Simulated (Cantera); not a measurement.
A freely propagating, adiabatic, planar premixed flame of C2H4 : O2 : N2 : H2O = 1 : 3.09 : 11.6 : 3.9 (molar parts), equivalence ratio 0.97, unburnt at 700 K and 5.63 atm; multicomponent transport, grid criteria slope 0.08 and curve 0.16, no radiation.

Detailed kinetics in Cantera: GRI-Mech 3.0 (53 species, 325 reactions). GRI-Mech 3.0 was tuned for natural gas; its chemistry of ethylene as a main component is partial and can be far from experiment. Burning velocities carry a grid error of a few per cent, more on coarse grids.

Task: Predict: laminar burning velocity; thermal thickness; peak x(H2O2); peak x(CO).

Result: 
```json
{
  "laminar_burning_velocity": "134 cm/s",
  "thermal_thickness": "0.0786 mm",
  "peak x(H2O2)": "0.000424",
  "peak x(CO)": "0.0542"
}
```
